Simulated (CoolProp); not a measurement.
Vapour-liquid equilibrium of dimethyl ether (1) + isobutane (2) at 2.24 MPa; x and y are mole fractions of (1).

Values from CoolProp's multi-fluid Helmholtz-energy mixture model, Wu 2011 and Bücker 2006; pair parameters Bell 2016.

```
x     bubble temperature, mixture model (K)  bubble temperature, Raoult's law (K)  y, mixture model  y, Raoult's law
----  -------------------------------------  ------------------------------------  ----------------  ---------------
0.05                                    ___                                 377.9             0.076            0.080
0.2                                   369.6                                 373.0             0.274            0.293
0.35                                  364.2                                 368.5               ___            0.471
0.5                                   360.1                                 364.5               ___            0.624
0.65                                    ___                                 360.9             0.703            0.755
0.8                                   354.9                                 357.5             0.825            0.869
0.95                                  353.6                                 354.4             0.954            0.969
```

### Question
Fill in the missing entries.

### Answer

- 0.05, bubble temperature, mixture model (K): 376.9
- 0.35, y, mixture model: 0.438
- 0.5, y, mixture model: 0.577
- 0.65, bubble temperature, mixture model (K): 357.1

The largest gap from Raoult's law is -4.4 K in bubble temperature, at x = 0.5. No azeotrope shows between x = 0.05 and 0.95.

The pair parameters rest on a limited set of measurements; away from them the model extrapolates.
